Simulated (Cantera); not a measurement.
A freely propagating, adiabatic, planar premixed flame of 10.0 % CH4, 0.701 % CO, 15.7 % O2, 56.5 % N2, 17.0 % H2O, unburnt at 400 K and 0.132 atm; multicomponent+Soret transport, grid criteria slope 0.08 and curve 0.16, no radiation.

Cantera simulation using GRI-Mech 3.0 (53 species, 325 reactions); the numbers are that mechanism's predictions, not measurements. Burning velocities carry a grid error of a few per cent, more on coarse grids.

Task: Predict: laminar burning velocity; thermal thickness; peak x(CH2CO); peak x(CH3).

Result: 
```json
{
  "laminar_burning_velocity": "46.5 cm/s",
  "thermal_thickness": "3.61 mm",
  "peak x(CH2CO)": "0.000118",
  "peak x(CH3)": "0.00292"
}
```
